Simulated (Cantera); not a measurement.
A closed system holds: 1 mol NF₃, 1.7 mol H₂, 0.05 mol O₂, held at 1023.15 K and 0.00100 bar.

Method: chemical equilibrium by Gibbs-energy minimisation in Cantera with the NASA 1993 tables (ideal gas, pure condensed phases). Candidate condensed phases: H₂O; 40 gas species. The numbers say what is thermodynamically allowed, not how fast it happens.

Base state: HF 0.811, N₂ 0.135, H₂ 0.0270, H₂O 0.0270 (mole fractions); condensed: gas only.

### Question
What changes in the equilibrium state with this change: temperature from 1023.15 K to 2698 K?

### Answer
| species | before | after |
|---|---|---|
| HF | 0.811 | 0.664 |
| H | 2.16e-8 | 0.135 |
| N₂ | 0.135 | 0.119 |
| F | <1e-9 | 0.0527 |
| O | <1e-9 | 0.0211 |
| H₂O | 0.0270 | 0.000233 |
| H₂ | 0.0270 | 0.00573 |
| OH | <1e-9 | 0.00140 |
| NO | <1e-9 | 0.000501 |
| O₂ | <1e-9 | 0.000346 |
| N | <1e-9 | 1.75e-5 |

### Question
What changes in the equilibrium state with this change: temperature from 1023.15 K to 2423.15 K?

### Answer
```tsv
species	before	after
HF	0.811	0.761
N₂	0.135	0.128
H	2.16e-8	0.0668
H₂O	0.0270	0.00457
O	<1e-9	0.0128
H₂	0.0270	0.0142
F	<1e-9	0.00610
OH	<1e-9	0.00408
O₂	<1e-9	0.00170
```
